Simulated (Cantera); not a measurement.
Charge: 1 mol B2H6, 0.19 mol NH3, 26 mol N2, equilibrated at 1723.15 K and 64.5 Torr.

Method: chemical equilibrium by Gibbs-energy minimisation in Cantera with the NASA 1993 tables (ideal gas, pure condensed phases). Candidate condensed phases: B, BN; 15 gas species. The feed counts by its element totals alone. Rates play no part.

Problem. What is the equilibrium state?

Solution. 
```json
{
 "x(N2)": "0.884",
 "x(H2)": "0.116",
 "x(H)": "0.000212",
 "n(BN(s))": "2.00 mol",
 "gas_amount": "28.38 mol",
 "log10 activity of B(s) (absent)": "-2.45"
}
```
